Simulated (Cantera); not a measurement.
A freely propagating, adiabatic, planar premixed flame of CH₄ : H₂ : O₂ : N₂ = 1 : 0.081 : 1.7 : 6.39 (molar parts), unburnt at 575 K and 760 Torr; mixture-averaged transport, grid criteria slope 0.08 and curve 0.16, no radiation.

Cantera simulation using GRI-Mech 3.0 (53 species, 325 reactions); the numbers are that mechanism's predictions, not measurements. Burning velocities carry a grid error of a few per cent, more on coarse grids.

x: mole fraction of selected species; z is measured from the peak of heat release.

```tsv
z (mm)	T (K)	u (m/s)	x CH₄	x H₂	x O₂	x CH₂O	x CH₃	x NO₂
-0.994	575	1.17	0.109	0.0101	0.185	9.40e-8	2.44e-8	<1e-8
-0.663	577	1.17	0.108	0.0125	0.185	1.77e-6	3.01e-7	<1e-8
-0.497	587	1.20	0.107	___	0.183	___	___	___
-0.331	659	1.35	0.102	0.0223	0.178	0.000138	1.91e-5	9.50e-8
-0.166	1087	2.27	0.0714	0.0332	0.142	0.000912	0.000691	8.49e-8
-0.0828	1502	3.18	0.0389	0.0387	0.0985	0.00118	0.00319	3.49e-8
0	1872	4.01	0.0101	0.0396	0.0502	0.000694	0.00358	<1e-8
0.0828	2039	4.37	0.00104	0.0347	0.0215	0.000162	0.000767	<1e-8
0.166	2083	4.46	6.10e-5	0.0311	0.0109	1.46e-5	6.00e-5	<1e-8
0.331	2115	4.50	2.11e-7	0.0303	0.00603	6.23e-8	2.46e-7	<1e-8
0.663	2152	4.57	<1e-8	0.0304	___	<1e-8	<1e-8	<1e-8
1.33	2198	4.65	<1e-8	0.0296	0.00330	<1e-8	<1e-8	<1e-8
2.65	2246	4.74	<1e-8	0.0285	0.00207	<1e-8	<1e-8	<1e-8
```

Q: Some entries are withheld; supply them.

A: 
- -0.497, x H₂: 0.0157
- -0.497, x CH₂O: 1.31e-5
- -0.497, x CH₃: 1.69e-6
- -0.497, x NO₂: 1.36e-8
- 0.663, x O₂: 0.00451
